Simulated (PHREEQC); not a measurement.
Solution (25 °C): 0.106 mol Na2SO4, 0.0086 mol Na2B4O7 and 0.066 mol KBr per kg of water. Closed to the air; pH follows from the charge balance.

Model: Pitzer model, pitzer.dat, run in PHREEQC.

```json
{
 "pH": "9.05",
 "ionic_strength": "0.401 mol/kgw",
 "activity_of_water": "0.993",
 "density": "1.018 g/cm³",
 "osmotic_coefficient": "0.816",
 "total_alkalinity": "17.2 meq/kg"
}
```

```csv
species,molality,activity,log γ
Na+,0.229,0.147,-0.192
SO4-2,0.106,0.0179,-0.773
Br-,0.0660,0.0441,-0.175
K+,0.0660,0.0412,-0.205
B(OH)4-,0.0168,0.0100,-0.224
B(OH)3,0.0166,0.0156,-0.025
B3O3(OH)4-,0.000271,0.000129,-0.322
```

This is a speciation only: nothing precipitates in the calculation.
